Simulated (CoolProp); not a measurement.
Ammonia at 293.15 K and 0.641 MPa flows at 16 m/s in a round tube of 50 mm bore and 15 µm roughness, fully developed (64/Re and Nu = 3.66 if laminar; Colebrook and Gnielinski if turbulent). Each further row changes one setting.

The numbers come from the reference Helmholtz-energy equation of state, Gao 2020 in CoolProp.

| case | Reynolds number | Darcy friction factor | pressure drop (Pa/m) | heat-transfer coefficient (W/(m² K)) | mass flow (kg/h) |
|---|---|---|---|---|---|
| as stated | 398000 | 0.0166 | 206 | 429 | ___ |
| velocity 32 m/s | 796000 | ___ | 786 | ___ | ___ |
| diameter 100 mm | 796000 | 0.0143 | ___ | 372 | ___ |

### Question
Complete the blanks.

### Answer

- as stated, mass flow (kg/h): 549
- velocity 32 m/s, Darcy friction factor: 0.0158
- velocity 32 m/s, heat-transfer coefficient (W/(m² K)): 821
- velocity 32 m/s, mass flow (kg/h): 1100
- diameter 100 mm, pressure drop (Pa/m): 89.1
- diameter 100 mm, mass flow (kg/h): 2190

Viscosity comes from a separate model (Fenghour 1995). Thermal conductivity comes from a separate model (Tufeu 1984).
